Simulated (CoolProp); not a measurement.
A Linde-Hampson liquefier for ethylene: isothermal reversible compression at 320 K from 1 atm to 10 MPa, throttling to 1 atm, return gas leaving the recuperator 0 K below the feed. Each further row changes one setting.

The numbers come from the reference Helmholtz-energy equation of state, Smukala 2000 in CoolProp.

```
case                        liquid yield per pass  compression work (kJ/kg of gas)
--------------------------  ---------------------  -------------------------------
as stated                                   0.320                              386
high pressure 20 MPa                        0.416                              418
warm-end temperature 350 K                  0.200                              440
warm-end gap 5 K                            0.312                              386
```
